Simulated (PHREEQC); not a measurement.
**Spent oxide etchant: speciation**

Consider water at 25 °C with 0.0019 mol NH4HF2, 0.011 mol (NH4)2SiF6, 0.00016 mol HBF4 and 0.0061 mol H2SO4 per kg of water. Closed to the air; pH follows from the charge balance.

Equilibrium calculation in PHREEQC: ion-association model, phreeqc.dat.

Precipitation was switched off in this run.

Q: Estimate the pH, ionic strength.

A: pH 2.12; ionic strength 0.0469 mol/kgw.

Q: In which forms is B present?

A: BF4- 70 %, H3BO3 23 %, BF3OH- 5.4 %, BF2(OH)2- 1.6 % of the B.

The solution is supersaturated, for example in Quartz (slow to form), so a real one may precipitate; this is no full list. SiF6-2 is the database's only silicon fluoride. Real BF4- forms and hydrolyses slowly; the run takes it at equilibrium.
